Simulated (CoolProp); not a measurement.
Properties of dimethyl carbonate along the isobar 0.101 MPa (Tc = 557.0 K, pc = 4.909 MPa, ω = 0.346).

Computed with CoolProp (reference Helmholtz-energy equation of state, Zhou 2011).

| T (K) | phase | Z | speed of sound (m/s) | Joule-Thomson coefficient (K/MPa) | expansivity (1/kK) | fugacity coefficient |
|---|---|---|---|---|---|---|
| 539 | gas | 0.9921 | 227.6 | 7.178 | 1.903 | 0.9921 |
| 547.7 | gas | 0.9925 | 229.4 | 6.882 | 1.871 | 0.9925 |
| 556.4 | gas | 0.9929 | [?] | [?] | 1.839 | 0.9929 |
| 565.1 | gas | 0.9932 | 233.1 | [?] | 1.809 | 0.9932 |
| 573.9 | gas | 0.9935 | 234.9 | 6.106 | 1.780 | 0.9936 |
| 582.6 | gas | 0.9939 | [?] | [?] | 1.751 | 0.9939 |
| 591.3 | gas | 0.9941 | 238.4 | 5.669 | 1.724 | 0.9942 |
| 600 | gas | 0.9944 | 240.2 | [?] | 1.698 | 0.9944 |

What belongs in the gaps?


- 556.4, speed of sound (m/s): 231.2
- 556.4, Joule-Thomson coefficient (K/MPa): 6.606
- 565.1, Joule-Thomson coefficient (K/MPa): 6.349
- 582.6, speed of sound (m/s): 236.7
- 582.6, Joule-Thomson coefficient (K/MPa): 5.881
- 600, Joule-Thomson coefficient (K/MPa): 5.471
